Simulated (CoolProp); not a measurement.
Vapour pressure (bar) of R1123: the reference equation beside estimates from Tc = 58.6 °C, pc = 45.49 bar, ω = 0.243. Clausius-Clapeyron is anchored at -26.25 °C with a constant enthalpy of vaporisation of 16.23 kJ/mol.

Computed with CoolProp (reference Helmholtz-energy equation of state, Akasaka 2020).

```csv
T (°C),reference,Lee-Kesler,Clausius-Clapeyron,Redlich-Kwong,Soave-Redlich-Kwong,Peng-Robinson
-46.65,2.034,2.030,2.261,3.212,2.029,2.028
-39.85,2.721,2.722,2.907,4.137,2.720,2.709
-33.05,3.571,3.580,3.684,5.240,3.579,3.555
-26.25,4.609,4.629,4.609,6.539,4.631,4.589
-19.45,5.860,5.891,5.697,8.049,5.901,5.838
-12.65,7.350,7.392,6.965,9.788,7.417,7.329
-5.85,9.105,9.157,8.428,11.77,9.207,9.090
0.95,11.15,11.22,10.10,14.02,11.30,11.15
7.75,13.53,13.59,12.00,16.54,13.72,13.55
14.55,16.26,16.33,14.15,19.34,16.51,16.30
21.35,19.38,19.44,16.55,22.46,19.69,19.46
28.15,22.92,22.99,19.22,25.89,23.29,23.05
34.85,26.88,26.95,22.12,29.60,27.29,27.05
41.65,31.40,31.48,25.37,33.70,31.83,31.62
```

Absolute difference from the reference over all 14 rows, mean and median: Lee-Kesler 0.4 and 0.4 %, Clausius-Clapeyron 9.9 and 10.3 %, Redlich-Kwong 29.4 and 27.5 %, Soave-Redlich-Kwong 1.0 and 1.2 %, Peng-Robinson 0.4 and 0.4 %.
